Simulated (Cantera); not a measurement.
Charge: 1 mol C₆H₆, 0.17 mol CO₂, 7.9 mol H₂, equilibrated at 1075 K and 6830 Torr.

Equilibrium computed with Cantera from the NASA thermochemical tables; the gas is ideal and each condensed phase is pure. Candidate condensed phases: C, C₆H₆, C₇H₈, C₈H₁₈, H₂O; 110 gas species. Rates play no part.

Base state: H₂ 0.739, CH₄ 0.224, CO 0.0198, H₂O 0.0168, CO₂ 0.000484, C₂H₆ 2.22e-5 (mole fractions); condensed: C(graphite).

**Question.** What changes in the equilibrium state with this change: temperature from 1075 K to 1423 K?

**Answer.** 
```csv
species,before,after
H₂,0.739,0.938
CH₄,0.224,0.0305
CO,0.0198,0.0304
H₂O,0.0168,0.000800
CO₂,0.000484,1.14e-5
C₂H₆,2.22e-5,2.45e-6
"C(graphite), mol",3.96,5.51
```
